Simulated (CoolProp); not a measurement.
Properties of dimethyl carbonate along the isotherm 595.8 K.

The numbers come from the reference Helmholtz-energy equation of state, Zhou 2011 in CoolProp.

```tsv
p (kPa)	phase	cv (kJ/(kg K))	fugacity coefficient
155	gas	1.762	0.9913
242	gas	1.763	0.9864
376	gas	1.764	0.9789
586	gas	1.766	0.9672
912	gas	1.769	0.9493
1420	gas	1.774	0.9215
2210	gas	1.784	0.8791
3440	gas	1.804	0.8143
5360	supercritical	1.851	0.7149
8350	supercritical	1.903	0.5684
13000	supercritical	1.868	0.4318
20200	supercritical	1.858	0.3438
31500	supercritical	1.858	0.2972
49100	supercritical	1.864	0.2922
```
